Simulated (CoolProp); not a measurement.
Properties of toluene along the isobar 215 bar.

Computed with CoolProp (reference Helmholtz-energy equation of state, Lemmon 2006). It is a short technical equation, of lower accuracy than the large ones.

```json
[
 {"T (°C)": "94.35", "phase": "liquid", "density (kg/m³)": "819.0", "speed of sound (m/s)": "1158", "viscosity (µPa s)": "337", "Prandtl number": "5.33"},
 {"T (°C)": "115.35", "phase": "liquid", "density (kg/m³)": "800.9", "speed of sound (m/s)": "1090", "viscosity (µPa s)": "289", "Prandtl number": "4.93"},
 {"T (°C)": "136.45", "phase": "liquid", "density (kg/m³)": "782.5", "speed of sound (m/s)": "1025", "viscosity (µPa s)": "252", "Prandtl number": "4.62"},
 {"T (°C)": "157.45", "phase": "liquid", "density (kg/m³)": "764.0", "speed of sound (m/s)": "962.3", "viscosity (µPa s)": "222", "Prandtl number": "4.37"},
 {"T (°C)": "178.55", "phase": "liquid", "density (kg/m³)": "745.0", "speed of sound (m/s)": "902.0", "viscosity (µPa s)": "197", "Prandtl number": "4.16"},
 {"T (°C)": "199.55", "phase": "liquid", "density (kg/m³)": "725.7", "speed of sound (m/s)": "844.3", "viscosity (µPa s)": "177", "Prandtl number": "3.97"},
 {"T (°C)": "220.65", "phase": "liquid", "density (kg/m³)": "705.9", "speed of sound (m/s)": "788.6", "viscosity (µPa s)": "159", "Prandtl number": "3.79"},
 {"T (°C)": "241.65", "phase": "liquid", "density (kg/m³)": "685.8", "speed of sound (m/s)": "735.6", "viscosity (µPa s)": "144", "Prandtl number": "3.61"},
 {"T (°C)": "262.65", "phase": "liquid", "density (kg/m³)": "665.1", "speed of sound (m/s)": "684.9", "viscosity (µPa s)": "131", "Prandtl number": "3.44"},
 {"T (°C)": "283.75", "phase": "liquid", "density (kg/m³)": "643.8", "speed of sound (m/s)": "636.8", "viscosity (µPa s)": "119", "Prandtl number": "3.25"},
 {"T (°C)": "304.75", "phase": "liquid", "density (kg/m³)": "622.0", "speed of sound (m/s)": "591.7", "viscosity (µPa s)": "108", "Prandtl number": "3.07"},
 {"T (°C)": "325.85", "phase": "supercritical", "density (kg/m³)": "599.6", "speed of sound (m/s)": "549.8", "viscosity (µPa s)": "98.4", "Prandtl number": "2.87"},
 {"T (°C)": "346.85", "phase": "supercritical", "density (kg/m³)": "576.9", "speed of sound (m/s)": "511.5", "viscosity (µPa s)": "89.6", "Prandtl number": "2.67"}
]
```

Viscosity comes from a separate model (Avgeri 2015). Thermal conductivity comes from a separate model (Assael 2012).
